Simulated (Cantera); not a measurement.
Charge: 1 mol SiCl4, 1.4 mol Cl2, 0.44 mol H2, at 16.0 bar.

These are equilibrium values from Cantera (NASA tables, ideal gas, pure condensed phases), not measurements of a reactor. Candidate condensed phases: Si; 19 gas species. The numbers say what is thermodynamically allowed, not how fast it happens. All values below are at 1300 K.

Base state: SiCl4 0.352, Cl2 0.337, HCl 0.310, Cl 0.00180 (mole fractions); condensed: gas only.

Task: What changes in the equilibrium state with this change: pressure from 16.0 bar to 1.00 bar?

Result: 
```json
[
 {"species": "SiCl4", "before": "0.352", "after": "0.351"},
 {"species": "Cl2", "before": "0.337", "after": "0.333"},
 {"species": "HCl", "before": "0.310", "after": "0.309"},
 {"species": "Cl", "before": "0.00180", "after": "0.00716"}
]
```
